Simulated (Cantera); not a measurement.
An adiabatic, constant-volume homogeneous reactor starts with CH4 : O2 : N2 = 1 : 5.88 : 22.1 (molar parts), equivalence ratio 0.34, at 1750 K and 4.93 atm. Integrator tolerance rtol = 1e-08.

Detailed kinetics in Cantera: GRI-Mech 3.0 (53 species, 325 reactions).

Task: What does this change do: CH4 1 to 2.3 parts?

Result: 
```
quantity                                                            before                                  after
---------------------------------  ---------------------------------------  -------------------------------------
time of steepest temperature rise                                  34.2 µs                                36.2 µs
temperature at 0.100 s                                              2543 K                                 3024 K
equilibrium temperature                                             2543 K                                 3024 K
x(CH4) at 0.100 s                    <1e-12 (gas-phase equilibrium <1e-12)  <1e-12 (gas-phase equilibrium <1e-12)
x(O2) at 0.100 s                       0.122 (gas-phase equilibrium 0.122)  0.0407 (gas-phase equilibrium 0.0407)
x(CH2CO) at 0.100 s                  <1e-12 (gas-phase equilibrium <1e-12)  <1e-12 (gas-phase equilibrium <1e-12)
x(C2H6) at 0.100 s                   <1e-12 (gas-phase equilibrium <1e-12)  <1e-12 (gas-phase equilibrium <1e-12)
x(CO) at 0.100 s                   0.00161 (gas-phase equilibrium 0.00161)  0.0276 (gas-phase equilibrium 0.0276)
x(C2H) at 0.100 s                    <1e-12 (gas-phase equilibrium <1e-12)  <1e-12 (gas-phase equilibrium <1e-12)
x(CO2) at 0.100 s                    0.0328 (gas-phase equilibrium 0.0328)  0.0458 (gas-phase equilibrium 0.0458)
```
Above 3000 K some thermodynamic fits are extrapolated.
